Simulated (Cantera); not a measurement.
A Cantera script and its output.

```python
import numpy as np
import cantera as ct

gas = ct.Solution("gri30.yaml")
gas.TPX = 2175, 101325, {'NO': 1, 'N2': 0.33}
reactor = ct.IdealGasConstPressureReactor(gas, energy="off", clone=False)
net = ct.ReactorNet([reactor])
net.rtol, net.atol = 1e-08, 1e-18
show = ['NO', 'O', 'O2', 'N2', 'NO2']
times = np.geomspace(0.0003, 30, 9)

steps = ct.SolutionArray(gas, extra=["t"])
rows = []
print(f"{'t/s':>10s}{'T/K':>9s}{'P/Pa':>11s}" + "".join(f"{s:>11s}" for s in show))
for t in times:
    while net.time < t:
        t_next = net.step()
        steps.append(gas.state, t=t_next)
    rows.append([np.interp(t, steps.t, y) for y in (steps.T, steps.P, *steps(*show).X.T)])
    print(f"{t:10.3e}{rows[-1][0]:9.1f}{rows[-1][1]:11.4g}" + "".join(f"{x:11.3e}" for x in rows[-1][2:]))
rate = np.gradient(steps.T, steps.t)
print("integrator steps:", len(steps.t))
if steps.T.max() > steps.T[0] + 200:
    print(f"time of steepest temperature rise: {steps.t[rate.argmax()]:.4e} s")
gas.TPX = 2175, 101325, {'NO': 1, 'N2': 0.33}
gas.equilibrate("TP")
print(f"equilibrium (TP): T = {gas.T:.1f} K  " + "  ".join(f"{s} {gas[s].X[0]:.3e}" for s in show))
```

Result:

```
       t/s      T/K       P/Pa         NO          O         O2         N2        NO2
 3.000e-04   2175.0  1.013e+05  7.502e-01  2.968e-04  3.705e-04  2.487e-01  2.434e-04
 1.265e-03   2175.0  1.013e+05  7.446e-01  3.468e-04  3.086e-03  2.514e-01  2.868e-04
 5.335e-03   2175.0  1.013e+05  7.209e-01  4.252e-04  1.482e-02  2.632e-01  3.503e-04
 2.250e-02   2175.0  1.013e+05  6.236e-01  6.536e-04  6.323e-02  3.118e-01  4.871e-04
 9.487e-02   2175.0  1.013e+05  3.278e-01  1.081e-03  2.109e-01  4.597e-01  4.388e-04
 4.001e-01   2175.0  1.013e+05  4.792e-02  1.366e-03  3.510e-01  5.997e-01  8.211e-05
 1.687e+00   2175.0  1.013e+05  1.422e-02  1.396e-03  3.679e-01  6.165e-01  2.493e-05
 7.114e+00   2175.0  1.013e+05  1.401e-02  1.396e-03  3.680e-01  6.166e-01  2.457e-05
 3.000e+01   2175.0  1.013e+05  1.401e-02  1.396e-03  3.680e-01  6.166e-01  2.457e-05
integrator steps: 1157
equilibrium (TP): T = 2175.0 K  NO 1.401e-02  O 1.396e-03  O2 3.680e-01  N2 6.166e-01  NO2 2.457e-05
```

Model: GRI-Mech 3.0 (53 species, 325 reactions), integrated in Cantera.
